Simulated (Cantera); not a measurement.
Feed: 1 mol trisilylamine, 0.38 mol N₂, at 1150 K and 0.0290 bar.

Equilibrium computed with Cantera from the NASA thermochemical tables; the gas is ideal and each condensed phase is pure. Candidate condensed phases: Si, Si₃N₄; 18 gas species. The feed counts by its element totals alone. Mutual solubility and eutectic melting of coexisting phases are not modelled. Equilibrium is a limit: real reactors are often held back by kinetics, nucleation or transport.

Base state: H₂ 1.000 (mole fractions); condensed: Si(s) + Si₃N₄(s).

What changes in the equilibrium state with this change: trisilylamine replaced by SiCl₄?


```tsv
species	before	after
SiCl₄	0	0.725
N₂	1.95e-7	0.275
SiCl₃	0	6.49e-5
H₂	1.000	0
Cl	0	4.76e-5
Si(s), mol	1.68	0
Si₃N₄(s), mol	0.440	0
```
The tables' values for SiCl₃ are old estimates; treat these amounts as uncertain.
